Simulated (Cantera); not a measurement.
Mixture: CO : H2 : CH4 : O2 : N2 = 1 : 0.078 : 0.45 : 0.654 : 2.46 (molar parts), at 5.30 bar, adiabatic and at constant pressure. Ignition delay is the time to a rise of 400 K.

Model: GRI-Mech 3.0 (53 species, 325 reactions), integrated in Cantera.

```csv
quantity,before,after
delay at 1100 K,15.6 ms,16.4 ms
delay at 1200 K,5.50 ms,5.80 ms
delay at 1300 K,1.95 ms,2.05 ms
delay at 1400 K,0.711 ms,0.743 ms
delay at 1500 K,0.274 ms,0.285 ms
delay at 1600 K,0.114 ms,0.119 ms
apparent activation energy between 1400 and 1600 K,170 kJ/mol,170 kJ/mol
```

Problem. What was changed between the two runs?
A. pressure from 5.30 bar to 25.0 bar
B. pressure from 5.30 bar to 5.00 bar
C. H2 0.078 to 0.027 parts
D. H2 0.078 to 0.1 parts

Solution. B, pressure from 5.30 bar to 5.00 bar
